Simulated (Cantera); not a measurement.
**Adiabatic ignition**

An adiabatic, constant-pressure homogeneous reactor starts with CO : H2 : CH4 : O2 : N2 : H2O = 1 : 2 : 0.12 : 2.77 : 10.4 : 2.6 (molar parts), equivalence ratio 0.63, at 1225 K and 2.17 atm.

Detailed kinetics in Cantera: GRI-Mech 3.0 (53 species, 325 reactions).

| t (s) | T (K) | x CO | x H2 | x CH4 | x NO | x OH | x NO2 | x N2O |
|---|---|---|---|---|---|---|---|---|
| 8.00e-6 | 1225 | 0.0529 | 0.106 | 0.00635 | <1e-12 | 1.49e-8 | <1e-12 | <1e-12 |
| 1.94e-5 | 1225 | 0.0529 | 0.106 | 0.00635 | <1e-12 | 2.63e-7 | <1e-12 | 3.74e-12 |
| 4.72e-5 | 1298 | 0.0530 | 0.0947 | 0.00538 | 4.85e-9 | 0.000563 | 1.92e-11 | 4.62e-9 |
| 0.000115 | 2308 | 0.00637 | 0.00448 | <1e-12 | 2.81e-5 | 0.0122 | 2.26e-8 | 5.80e-7 |
| 0.000279 | 2367 | 0.00309 | 0.00233 | <1e-12 | 6.82e-5 | 0.00928 | 5.49e-8 | 5.43e-7 |
| 0.000678 | 2368 | 0.00301 | 0.00229 | <1e-12 | 0.000155 | 0.00921 | 1.24e-7 | 5.40e-7 |
| 0.00165 | 2368 | 0.00301 | 0.00229 | <1e-12 | 0.000362 | 0.00919 | 2.91e-7 | 5.39e-7 |
| 0.00400 | 2367 | 0.00300 | 0.00229 | <1e-12 | 0.000853 | 0.00916 | 6.85e-7 | 5.38e-7 |
| 0.00972 | 2366 | 0.00299 | 0.00227 | <1e-12 | 0.00196 | 0.00908 | 1.57e-6 | 5.37e-7 |
| 0.0236 | 2362 | 0.00295 | 0.00225 | <1e-12 | 0.00409 | 0.00894 | 3.26e-6 | 5.40e-7 |
| 0.0574 | 2358 | 0.00292 | 0.00223 | <1e-12 | 0.00669 | 0.00876 | 5.30e-6 | 5.50e-7 |
| 0.139 | 2356 | 0.00290 | 0.00222 | <1e-12 | 0.00776 | 0.00869 | 6.13e-6 | 5.56e-7 |
| 0.339 | 2356 | 0.00290 | 0.00222 | <1e-12 | 0.00781 | 0.00868 | 6.17e-6 | 5.57e-7 |
| 0.823 | 2356 | 0.00290 | 0.00222 | <1e-12 | 0.00782 | 0.00868 | 6.17e-6 | 5.57e-7 |
| 2.00 | 2356 | 0.00290 | 0.00222 | <1e-12 | 0.00782 | 0.00868 | 6.17e-6 | 5.57e-7 |
x: mole fraction; the columns are a selection and need not sum to one.

The time of steepest temperature rise comes out as 52.5 µs and the temperature at 2.00 s comes out as 2356 K. The equilibrium temperature comes out as 2356 K and the x(CO) at 2.00 s is 0.00290 (gas-phase equilibrium 0.00290). The x(H2) at 2.00 s is 0.00222 (gas-phase equilibrium 0.00222) and the x(CH4) at 2.00 s is <1e-12 (gas-phase equilibrium <1e-12).
